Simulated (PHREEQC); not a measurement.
Solution (15 °C): 0.58 mol/kgw HF and 0.00041 mol/kgw KCl. Closed to the air; pH follows from the charge balance.

Computed with PHREEQC (ion-association model, phreeqc.dat).

No solid was allowed to form.

Q: Order these F species by the share of F that they hold, largest first: HF2-, F-, HF.

A: HF (89 %), HF2- (8.9 %), F- (2.5 %)

The pH is 1.46 and the ionic strength 0.0406 mol/kgw. Complexes and solids missing from the database can't appear.
